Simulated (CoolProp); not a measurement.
R1234ze(E) along the isotherm 420 K: fugacity coefficient from the reference equation and from simpler models built on Tc = 382.5 K, pc = 3.635 MPa, ω = 0.313; each cubic takes its own stable root.

Values from CoolProp's reference Helmholtz-energy equation of state, Thol 2016.

```
p (MPa)  phase  reference
-------  -----  ---------
0.227      gas     0.9841
0.454      gas     0.9684
0.682      gas     0.9528
0.909      gas     0.9373
1.14       gas     0.9218
1.36       gas     0.9072
1.59       gas     0.8920
1.82       gas     0.8769
```

Problem. How far does each simpler model (Redlich-Kwong, Soave-Redlich-Kwong) lie from the reference over these 8 states: mean and median of the absolute difference, and the worst?

Solution. 
- Redlich-Kwong: mean 0.2 %, median 0.2 %, worst -0.3 % at 420 K and 1.82 MPa
- Soave-Redlich-Kwong: mean 0.3 %, median 0.3 %, worst +0.5 % at 420 K and 1.82 MPa
